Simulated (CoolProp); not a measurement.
Vapour-liquid equilibrium of propylene (1) + propane (2) at 285.7 K; x and y are mole fractions of (1).

Model: multi-fluid Helmholtz-energy mixture model, Lemmon 2013 and Lemmon 2009; pair parameters Bell 2016, in CoolProp.

| x | bubble pressure, mixture model (MPa) | bubble pressure, Raoult's law (MPa) | y, mixture model | y, Raoult's law |
|---|---|---|---|---|
| 0.05 | 0.6946 | 0.6914 | 0.062 | 0.060 |
| 0.2 | 0.7247 | 0.7140 | 0.236 | 0.234 |
| 0.35 | 0.7517 | 0.7367 | 0.394 | 0.397 |
| 0.5 | 0.7756 | 0.7594 | 0.541 | 0.550 |
| 0.65 | 0.7967 | 0.7821 | 0.682 | 0.694 |
| 0.8 | 0.8150 | 0.8048 | 0.819 | 0.830 |
| 0.95 | 0.8305 | 0.8274 | 0.954 | 0.959 |

The largest gap from Raoult's law is +2.1 % in bubble pressure, at x = 0.5. No azeotrope shows between x = 0.05 and 0.95.

Pair parameters are fitted to limited data, so mixtures are less certain than the pure fluids.
